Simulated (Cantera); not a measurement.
Mixture: CH4 : CO : O2 : N2 : CO2 : H2O = 1 : 0.29 : 1.53 : 5.76 : 0.38 : 0.62 (molar parts), at 220000 Pa, adiabatic and at constant volume. Ignition delay is the time to a rise of 400 K.

Model: GRI-Mech 3.0 (53 species, 325 reactions), integrated in Cantera.

**Question.** Predict: delay at 1173 K; delay at 1373 K; delay at 1573 K; delay at 1773 K; apparent activation energy between 1673 and 1873 K.

**Answer.** 
```json
{
 "delay at 1173 K": "59.5 ms",
 "delay at 1373 K": "4.06 ms",
 "delay at 1573 K": "0.428 ms",
 "delay at 1773 K": "74.3 µs",
 "apparent activation energy between 1673 and 1873 K": "190 kJ/mol"
}
```
